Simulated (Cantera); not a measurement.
# Stirred combustor or abatement burner

A perfectly stirred reactor is fed with 5.52 % CH4, 7.89 % O2, 86.6 % N2, at 76000 Pa; it is adiabatic with a 575 K inlet, and is followed from long to short residence time, starting on the burning branch (τ in s: 0.18, 0.087, 0.043, 0.021, 0.01, 0.0049, 0.0024, 0.0012, 0.00057, 0.00028, 0.00014, 6.7e-05, 3.3e-05).

Cantera simulation using GRI-Mech 3.0 (53 species, 325 reactions); the numbers are that mechanism's predictions, not measurements.

```csv
τ (s),T (K),x CH4,x O2,x CH2CO,x C2H6,x NO2,x HO2
0.18,1324,0.00497,0.00586,7.25e-5,0.000143,3.57e-11,1.75e-6
0.087,575,0.0552,0.0789,<1e-12,<1e-12,<1e-12,<1e-12
0.043,575,0.0552,0.0789,<1e-12,<1e-12,<1e-12,<1e-12
0.021,575,0.0552,0.0789,<1e-12,<1e-12,<1e-12,<1e-12
0.010,575,0.0552,0.0789,<1e-12,<1e-12,<1e-12,<1e-12
0.0049,575,0.0552,0.0789,<1e-12,<1e-12,<1e-12,<1e-12
0.0024,575,0.0552,0.0789,<1e-12,<1e-12,<1e-12,<1e-12
0.0012,575,0.0552,0.0789,<1e-12,<1e-12,<1e-12,<1e-12
0.00057,575,0.0552,0.0789,<1e-12,<1e-12,<1e-12,<1e-12
0.00028,575,0.0552,0.0789,<1e-12,<1e-12,<1e-12,<1e-12
0.00014,575,0.0552,0.0789,<1e-12,<1e-12,<1e-12,<1e-12
6.7e-5,575,0.0552,0.0789,<1e-12,<1e-12,<1e-12,<1e-12
3.3e-5,575,0.0552,0.0789,<1e-12,<1e-12,<1e-12,<1e-12
```
x: mole fraction; the columns are a selection and need not sum to one.
